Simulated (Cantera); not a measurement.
Feed: 1 mol HgO, 1.2 mol O2, 5.8 mol N2, at 602 °C and 10.0 mbar.

Cantera equilibrium calculation (NASA polynomials, part measured and part estimated; ideal gas, pure solids and liquids). Candidate condensed phases: Hg, HgO; 10 gas species. Kinetics and transport are ignored.

Base state: N2 0.682, O2 0.200, Hg 0.118 (mole fractions); condensed: gas only.

Task: What changes in the equilibrium state with this change: 0.017 mol H2 added?

Result: 
| species | before | after |
|---|---|---|
| N2 | 0.682 | 0.682 |
| O2 | 0.200 | 0.199 |
| Hg | 0.118 | 0.118 |
| H2O | 0 | 0.00200 |
Further candidate phases: H2O.

Task: What changes in the equilibrium state with this change: HgO replaced by Pb?

Result: 
```tsv
species	before	after
N2	0.682	0.892
O2	0.200	0.108
Hg	0.118	0
PbO(yellow), mol	0	1.000
```
Further candidate phases: Pb, PbO, PbO2, Pb3O4.
